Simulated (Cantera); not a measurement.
Charge: 1 mol trisilylamine, 1.4 mol N2, equilibrated at 725 K and 37.0 Pa.

These are equilibrium values from Cantera (NASA tables, ideal gas, pure condensed phases), not measurements of a reactor. Candidate condensed phases: Si, Si3N4; 18 gas species. The feed counts by its element totals alone. Kinetics and transport are ignored.

Base state: H2 1.00 (mole fractions); condensed: Si(s) + Si3N4(s).

Q: What changes in the equilibrium state with this change: temperature from 725 K to 1375 K?

A: 
```
species        before     after
-------------  ------  --------
H2               1.00     0.991
N2              <1e-9   0.00870
H               <1e-9  0.000177
Si(s), mol      0.150     0.209
Si3N4(s), mol   0.950     0.930
```
Mutual solubility and eutectic melting of coexisting phases are not modelled.
